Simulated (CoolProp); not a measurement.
Vapour-liquid equilibrium of R134a (1) + R152A (2) at 292.9 K; x and y are mole fractions of (1).

The numbers come from the multi-fluid Helmholtz-energy mixture model, Tillner-Roth 1994 and Outcalt 1996; pair parameters Lemmon 2004 in CoolProp.

**Question.** Give the bubble pressure and the first vapour's composition at x = 0.55, 0.65, 0.75. Is there an azeotrope?

**Answer.** x = 0.55: 528.7 kPa, y = 0.575; x = 0.65: 535.7 kPa, y = 0.676; x = 0.75: 543.7 kPa, y = 0.774. No azeotrope shows between x = 0.05 and 0.95.

The pair parameters rest on a limited set of measurements; away from them the model extrapolates.
